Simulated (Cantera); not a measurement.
What does this Cantera script print?

```python
import numpy as np
import cantera as ct

gas_names = [...]  # 113 gases of nasa_gas.yaml made of C, F, H, Si
cond_names = """
    C(gr) C6H6(L) C7H8(L) C8H18(L),n-octa Si(cr) Si(L) SiC(b)
""".split()


# ... load() reads the species with a 1 bar reference pressure and builds the phases ...
atoms = {
    'SiF4': {'Si': 1, 'F': 4},
    'CH4': {'C': 1, 'H': 4},
    'H2': {'H': 2},
}
top_T = {'C(gr)': 4500, 'SiC(b)': 3050}  # K; cautious upper limits of use, not melting points


# ... equilibrate(T, P, feed) seeds the gas with the atoms and calls Mixture.equilibrate('TP', solver="vcs", rtol=1e-11, max_steps=5000) ...
results = []
feed = {'SiF4': 1, 'CH4': 1.2, 'H2': 1200}  # mol
T = 2400  # K
P = 230  # Pa
mix = equilibrate(T, P, feed)
results.append((T, P, feed, dict(zip(mix.species_names, mix.species_moles))))
print(gas.report(threshold=1e-05))
for i in range(1, mix.n_phases):
    print(f"{mix.phase(i).name:16s} {mix.phase_moles(i):12.5e} mol")
```

Result:

```
       temperature   2400 K
          pressure   230 Pa
           density   2.0901e-05 kg/m^3
  mean mol. weight   1.8134 kg/kmol
   phase of matter   gas

                          1 kg             1 kmol
                     ---------------   ---------------
          enthalpy        6.6851e+07        1.2123e+08  J
   internal energy        5.5847e+07        1.0127e+08  J
           entropy        1.3256e+05        2.4037e+05  J/K
    Gibbs function       -2.5128e+08       -4.5567e+08  J
 heat capacity c_p             17286             31346  J/K
 heat capacity c_v             12701             23031  J/K

                      mass frac. Y      mole frac. X     chem. pot. / RT
                     ---------------   ---------------   ---------------
    C2H2,acetylene         0.0057848        0.00040288            -35.34
                 H           0.15595           0.28055           -13.243
                HF          0.031401         0.0028462           -50.848
                H2           0.79541           0.71547           -26.486
                Si          0.010665         0.0006886           -14.115
              SiC2        0.00030678        1.0676e-05           -22.969
     [ +107 minor]        0.00048878        3.2384e-05

C(gr)             0.00000e+00 mol
Si(L)             0.00000e+00 mol
SiC(b)            0.00000e+00 mol
```

Method: chemical equilibrium by Gibbs-energy minimisation in Cantera with the NASA 1993 tables (ideal gas, pure condensed phases).
